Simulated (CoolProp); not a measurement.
Model: reference Helmholtz-energy equation of state, Marx 1992, in CoolProp.

Problem. For R113, give the phase and the cp (kJ/(kg K)) at 28.85 °C and 0.045 MPa; 148.15 °C and 0.0183 MPa.

Solution. 
- 28.85 °C and 0.045 MPa: gas; cp 0.663
- 148.15 °C and 0.0183 MPa: gas; cp 0.758
